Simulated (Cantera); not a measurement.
## Equilibrium for silicon oxide and oxynitride deposition: SiH2Cl2 + O2 + O3

A closed system holds: 1 mol SiH2Cl2, a varied amount of O2, 0.068 mol O3, held at 850 K and 300 Pa.

These are equilibrium values from Cantera (NASA tables, ideal gas, pure condensed phases), not measurements of a reactor. Candidate condensed phases: H2O, Si, SiO2; 30 gas species. The tables' values for SiCl3 are old estimates; treat these amounts as uncertain. The numbers say what is thermodynamically allowed, not how fast it happens.

From 0.099 mol O2 to 0.39 mol O2 the condensed part is Si(s) + SiO2(β-quartz). From 0.46 mol O2 to 0.54 mol O2 the condensed part is SiO2(β-quartz). The main Si-bearing gas is SiCl4 throughout.

```
n(O2) (mol)   x H2   x HCl  x SiCl4  x SiHCl3  x SiCl3   x SiCl2  x SiH2Cl2  n Si(s)  n SiO2(β-quartz)
-----------  -----  ------  -------  --------  -------  --------  ---------  -------  ----------------
0.099        0.649  0.0123    0.310    0.0271  0.00110  0.000277   0.000209    0.293             0.201
0.17         0.649  0.0123    0.310    0.0271  0.00110  0.000277   0.000209    0.222             0.272
0.24         0.649  0.0123    0.310    0.0271  0.00110  0.000277   0.000209    0.152             0.342
0.32         0.649  0.0123    0.310    0.0271  0.00110  0.000277   0.000209   0.0717             0.422
0.39         0.649  0.0123    0.310    0.0271  0.00110  0.000277   0.000209  0.00168             0.492
0.46         0.559   0.160    0.279   0.00161  7.04e-5   1.26e-6    8.20e-7        0             0.562
0.54         0.436   0.346    0.218  0.000454  2.25e-5   1.65e-7    8.33e-8        0             0.642
```
x: gas mole fraction; n: condensed amount in mol.
